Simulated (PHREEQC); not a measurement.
# Buffer: an equilibrium model

Dissolve 14 mmol/kgw HF and 0.74 mmol/kgw NaOH at 20 °C. Closed to the air; pH follows from the charge balance.

The numbers come from PHREEQC with the ion-association model, phreeqc.dat.

Each row changes one thing in this solution. This is a speciation only: nothing precipitates in the calculation.

| case | pH | ionic strength (mol/kgw) | HF (mol/kgw) | F- (mol/kgw) | HF2- (mol/kgw) | NaF (mol/kgw) |
|---|---|---|---|---|---|---|
| as made | 2.60 | 0.00339 | 0.0105 | 0.00326 | 0.000126 | 1.22e-6 |
| diluted 5-fold with water | … | 0.00120 | 0.00159 | 0.00119 | 6.99e-6 | 9.39e-8 |
| NaOH from 0.00074 to 0.00037 mol/kgw | 2.57 | 0.00321 | 0.0107 | 0.00309 | 0.000121 | 5.80e-7 |
| diluted 100-fold with water | 3.95 | 0.000121 | 1.85e-5 | 0.000121 | 8.28e-9 | 5.04e-10 |
| HF from 0.014 to 0.07 mol/kgw | 2.15 | 0.00839 | 0.0601 | 0.00687 | 0.00152 | 2.41e-6 |
| NaOH from 0.00074 to 7.4e-05 mol/kgw | 2.55 | 0.00307 | 0.0108 | 0.00295 | 0.000117 | 1.11e-7 |
| temperature from 20 to 55 °C | 2.75 | 0.00263 | 0.0112 | … | 0.000123 | 9.47e-7 |

Problem. What belongs in the gaps?

Solution. 
- diluted 5-fold with water, pH: 2.99
- temperature from 20 to 55 °C, F- (mol/kgw): 0.00251

Complexes and solids missing from the database can't appear. At this temperature some constants are extrapolated from 25 °C, and those without enthalpy data are left unchanged.
